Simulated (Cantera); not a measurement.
## Adiabatic ignition

An adiabatic, constant-pressure homogeneous reactor starts with CH3OH : O2 : N2 : CO2 = 1 : 1 : 6 : 0.41 (molar parts), equivalence ratio 1.5, at 1450 K and 698 Torr.

Cantera simulation using GRI-Mech 3.0 (53 species, 325 reactions); the numbers are that mechanism's predictions, not measurements. GRI-Mech 3.0 was tuned for natural gas; its chemistry of methanol as a main component is partial and can be far from experiment.

```tsv
t (s)	T (K)	x CH3OH	x O2	x CO2	x C2H4	x NO2	x N2O
1.00e-6	1450	0.119	0.119	0.0488	5.11e-12	<1e-12	<1e-12
4.24e-6	1450	0.119	0.119	0.0488	1.00e-10	<1e-12	2.96e-12
1.80e-5	1450	0.119	0.119	0.0488	2.10e-9	<1e-12	6.50e-11
7.63e-5	1450	0.118	0.119	0.0487	1.73e-8	<1e-12	1.31e-9
0.000324	1486	0.0967	0.108	0.0481	5.79e-8	5.75e-12	3.41e-8
0.00137	2412	<1e-12	0.00154	0.0711	<1e-12	6.59e-9	4.50e-8
0.00583	2448	<1e-12	0.000740	0.0722	<1e-12	1.75e-8	4.52e-8
0.0247	2445	<1e-12	0.000707	0.0719	<1e-12	4.37e-8	4.86e-8
0.105	2444	<1e-12	0.000693	0.0718	<1e-12	5.60e-8	5.15e-8
0.445	2444	<1e-12	0.000693	0.0718	<1e-12	5.61e-8	5.15e-8
1.89	2444	<1e-12	0.000693	0.0718	<1e-12	5.61e-8	5.15e-8
8.00	2444	<1e-12	0.000693	0.0718	<1e-12	5.61e-8	5.15e-8
```
x: mole fraction; the columns are a selection and need not sum to one.

The time of steepest temperature rise comes out as 0.410 ms, the temperature at 8.00 s comes out as 2444 K and the equilibrium temperature is 2444 K. The x(CH3OH) at 8.00 s comes out as <1e-12 (gas-phase equilibrium <1e-12). The x(O2) at 8.00 s is 0.000693 (gas-phase equilibrium 0.000693) and the x(CO2) at 8.00 s is 0.0718 (gas-phase equilibrium 0.0718).
